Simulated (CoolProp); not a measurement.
Fluorine along the isobar 20 MPa: Z from the reference equation and from simpler models built on Tc = 144.4 K, pc = 5.240 MPa, ω = 0.045; each cubic takes its own stable root.

The numbers come from the reference Helmholtz-energy equation of state, de Reuck 1990 in CoolProp.

```
T (K)          phase  reference  van der Waals  Redlich-Kwong
-----  -------------  ---------  -------------  -------------
94.1          liquid     0.6501         0.9122         0.6417
108.8         liquid     0.6001         0.8279         0.5960
123.5         liquid     0.5700         0.7702         0.5719
138.2         liquid     0.5571         0.7323         0.5667
152.9  supercritical     0.5626         0.7109         0.5805
167.6  supercritical     0.5913         0.7044         0.6145
182.3  supercritical     0.6464         0.7121         0.6662
197    supercritical     0.7166         0.7325         0.7261
211.8  supercritical     0.7830         0.7624         0.7833
226.5  supercritical     0.8378         0.7962         0.8316
241.2  supercritical     0.8818         0.8294         0.8708
255.9  supercritical     0.9166         0.8595         0.9023
270.6  supercritical     0.9439         0.8857         0.9275
285.3  supercritical     0.9654         0.9080         0.9478
300    supercritical     0.9823         0.9268         0.9642
```
